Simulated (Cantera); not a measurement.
A closed system holds: 1 mol SiCl4, 75 mol N2, equilibrated at 1450 °C and 0.100 bar.

Equilibrium computed with Cantera from the NASA thermochemical tables; the gas is ideal and each condensed phase is pure. Candidate condensed phases: Si, Si3N4; 13 gas species. The tables' values for SiCl3 are old estimates; treat these amounts as uncertain. Kinetics and transport are ignored.

Base state: N2 0.982, SiCl4 0.00971, Cl 0.00436, SiCl3 0.00234, SiCl2 0.00105, Cl2 4.05e-5 (mole fractions); condensed: gas only.

Task: What changes in the equilibrium state with this change: temperature from 1450 °C to 1775 °C?

Result: 
```
species   before     after
-------  -------  --------
N2         0.982     0.965
Cl       0.00436    0.0218
SiCl2    0.00105   0.00970
SiCl4    0.00971  0.000680
Cl2      4.05e-5   6.09e-5
SiCl3    0.00234   0.00248
```
